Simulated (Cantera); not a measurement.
## Reactions in the system H-O-Zr

Source: NASA polynomial tables (part measured, part estimated), evaluated in Cantera. Values are per mole of reaction as written; species without (g) are pure solids or liquids, kept so even where they would boil at 1 bar.

2 H2O(g) + Zr = 2 H2(g) + ZrO2

```json
[
 {"T (K)": "2175", "ΔH° (kJ)": "-597.9", "ΔS° (J/K)": "-69.7", "ΔG° (kJ)": "-446.3", "log10 K": "10.72", "condensed phases": "Zr(l), ZrO2(tetragonal)"},
 {"T (K)": "2275", "ΔH° (kJ)": "-598.3", "ΔS° (J/K)": "-69.9", "ΔG° (kJ)": "-439.3", "log10 K": "10.09", "condensed phases": "Zr(l), ZrO2(tetragonal)"},
 {"T (K)": "2375", "ΔH° (kJ)": "-598.8", "ΔS° (J/K)": "-70.1", "ΔG° (kJ)": "-432.3", "log10 K": "9.51", "condensed phases": "Zr(l), ZrO2(tetragonal)"},
 {"T (K)": "2475", "ΔH° (kJ)": "-599.3", "ΔS° (J/K)": "-70.3", "ΔG° (kJ)": "-425.3", "log10 K": "8.98", "condensed phases": "Zr(l), ZrO2(tetragonal)"},
 {"T (K)": "2575", "ΔH° (kJ)": "-599.8", "ΔS° (J/K)": "-70.5", "ΔG° (kJ)": "-418.3", "log10 K": "8.48", "condensed phases": "Zr(l), ZrO2(tetragonal)"},
 {"T (K)": "2675", "ΔH° (kJ)": "-600.4", "ΔS° (J/K)": "-70.7", "ΔG° (kJ)": "-411.2", "log10 K": "8.03", "condensed phases": "Zr(l), ZrO2(s)"}
]
```
